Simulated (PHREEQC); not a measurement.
## Alkaline etch or developer

Make-up at 39 °C: 0.003 mol NH3 and 0.00013 mol K3PO4 per kg of water. Closed to the air; pH follows from the charge balance.

All values are PHREEQC results (ion-association model, phreeqc.dat), not measurements.

No solid was allowed to form.

Task: Estimate the pH.

Result: pH 10.04.

Task: In which forms is N present?

Result: NH3 94 %, NH4+ 6.0 % of the N.

Away from 25 °C the constants follow the database's enthalpies or fits; those with neither stay at their 25 °C values.
